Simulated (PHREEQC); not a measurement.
Brine

Make-up at 25 °C: 0.009 mol/kgw HCl, 0.0018 mol/kgw Na2SO4 and 0.23 mol/kgw MgCl2. Closed to the air; pH follows from the charge balance.

Equilibrium calculation in PHREEQC: Pitzer model, pitzer.dat.

Each row changes one thing in this solution. Precipitation was switched off in this run.

| case | pH | ionic strength (mol/kgw) |
|---|---|---|
| as made | 2.13 | 0.704 |
| Na2SO4 left out | 2.12 | 0.699 |
| HCl from 0.009 to 0.0135 mol/kgw | 1.95 | 0.709 |
| Na2SO4 from 0.0018 to 0.00036 mol/kgw | 2.13 | 0.700 |
| MgCl2 left out | 2.12 | 0.0132 |
| HCl left out | 6.49 | 0.695 |
| HCl from 0.009 to 0.0045 mol/kgw | 2.43 | 0.700 |
